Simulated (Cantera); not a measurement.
Input: 1 mol CaF2, 5.2 mol H2, 61 mol N2, equilibrated at 2198 K and 1.33 mbar.

Equilibrium computed with Cantera from the NASA thermochemical tables; the gas is ideal and each condensed phase is pure. Candidate condensed phases: Ca, CaF2; 25 gas species. Kinetics and transport are ignored.

Base state: N2 0.885, H2 0.0505, H 0.0343, HF 0.0156, Ca 0.00563, CaF2 0.00453, CaF 0.00435 (mole fractions); condensed: gas only.

What changes in the equilibrium state with this change: temperature from 2198 K to 1223 K?


```json
[
 {"species": "N2", "before": "0.885", "after": "0.921"},
 {"species": "H2", "before": "0.0505", "after": "0.0785"},
 {"species": "HF", "before": "0.0156", "after": "2.58e-6"},
 {"species": "H", "before": "0.0343", "after": "2.31e-6"},
 {"species": "Ca", "before": "0.00563", "after": "1.16e-6"},
 {"species": "CaF", "before": "0.00435", "after": "2.58e-7"},
 {"species": "CaF2", "before": "0.00453", "after": "9.65e-7"},
 {"species": "CaF2(s), mol", "before": "0", "after": "1.000"}
]
```
